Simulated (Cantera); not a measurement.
Input: 1 mol Fe, 0.048 mol H2O, 2.1 mol N2, held at 1375 K and 10.0 mbar.

Method: chemical equilibrium by Gibbs-energy minimisation in Cantera with the NASA 1993 tables (ideal gas, pure condensed phases). Candidate condensed phases: Fe, FeO, Fe(OH)2, Fe(OH)3, Fe2O3, Fe3O4, H2O; 27 gas species. Mutual solubility and eutectic melting of coexisting phases are not modelled. The tables' stoichiometric FeO is somewhat more stable than real wüstite, so its field is too wide. FeO: taken at fixed stoichiometry. Kinetics and transport are ignored.

Problem. What is the equilibrium state?

Solution. 
```json
{
  "x(N2)": "0.978",
  "x(H2)": "0.0164",
  "x(H2O)": "0.00596",
  "x(H)": "4.39e-6",
  "n(Fe(γ))": "0.965 mol",
  "n(FeO(s))": "0.0352 mol",
  "gas_amount": "2.148 mol",
  "log10 activity of Fe(OH)2(s) (absent)": "-9.67",
  "log10 activity of Fe(OH)3(s) (absent)": "-16.86"
}
```
